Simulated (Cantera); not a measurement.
A closed system holds: 1 mol SiH4, 0.64 mol NH3, 7.6 mol N2, equilibrated at 0.00940 bar.

Method: chemical equilibrium by Gibbs-energy minimisation in Cantera with the NASA 1993 tables (ideal gas, pure condensed phases). Candidate condensed phases: Si, Si3N4; 18 gas species. The tables' values for SiN are old estimates; treat these amounts as uncertain. Gases not in the tables: Si2H6 and higher silanes. Kinetics and transport are ignored.

### Question
At 1925 K, list the 4 most abundant gas species with their mole fractions, and the condensed phases.

### Answer
N2 0.725, H2 0.268, H 0.00511, Si 0.00185. Condensed: Si(l).
